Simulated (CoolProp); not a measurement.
Vapour-liquid equilibrium of CH2F2 (R32) (1) + R143a (2) at 0.0363 MPa; x and y are mole fractions of (1).

Values from CoolProp's multi-fluid Helmholtz-energy mixture model, Tillner-Roth 1997 and Lemmon and Jacobsen 2000; pair parameters Bell 2016.

```
x      bubble temperature, mixture model (°C)  bubble temperature, Raoult's law (°C)  y, mixture model  y, Raoult's law
-----  --------------------------------------  -------------------------------------  ----------------  ---------------
0.05                                    -67.5                                  -66.9             0.087            0.060
0.125                                   -68.3                                  -67.2             0.197            0.147
0.2                                     -69.1                                  -67.5             0.289            0.232
0.275                                   -69.6                                  -67.7             0.367            0.315
0.35                                    -70.0                                  -68.0             0.435            0.394
0.425                                   -70.4                                  -68.2             0.496            0.472
0.5                                     -70.6                                  -68.4             0.552            0.547
0.575                                   -70.8                                  -68.7             0.607            0.620
0.65                                    -70.8                                  -68.9             0.661            0.692
0.725                                   -70.8                                  -69.1             0.717            0.761
0.8                                     -70.8                                  -69.3             0.779            0.828
0.875                                   -70.6                                  -69.5             0.849            0.894
0.95                                    -70.2                                  -69.8             0.932            0.958
```

The largest gap from Raoult's law is -2.2 K in bubble temperature, at x = 0.5. y crosses x between x = 0.65 and 0.725: the model has an azeotrope there.

The pair parameters rest on a limited set of measurements; away from them the model extrapolates.
